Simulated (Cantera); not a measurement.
Ignition delay

Mixture: 14.0 % CO, 2.23 % H₂, 17.6 % O₂, 66.2 % N₂, equivalence ratio 0.46, at 2.00 bar, adiabatic and at constant volume. Ignition delay is the time to a rise of 400 K.

Cantera simulation using GRI-Mech 3.0 (53 species, 325 reactions); the numbers are that mechanism's predictions, not measurements. Where the delays flatten at high temperature, the 400 K rule measures the pace of heat release, not the induction time.

| T0 (K) | delay (ms) |
|---|---|
| 1100 | 0.155 |
| 1175 | 0.0818 |
| 1250 | 0.0563 |
| 1325 | 0.0441 |
| 1400 | 0.0374 |
| 1475 | 0.0334 |
